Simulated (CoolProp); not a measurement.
Values from CoolProp's reference Helmholtz-energy equation of state, Thol 2015.

For octamethylcyclotetrasiloxane (D4), give the phase and the density (kg/m³), cp (kJ/(kg K)), expansivity (1/kK), fugacity coefficient at 123.95 °C and 3.33 bar; 320.85 °C and 1.58 bar.


- 123.95 °C and 3.33 bar: liquid; density 835, cp 1.87, expansivity 1.49, fugacity coefficient 0.0657
- 320.85 °C and 1.58 bar: gas; density 9.89, cp 2.00, expansivity 1.97, fugacity coefficient 0.961
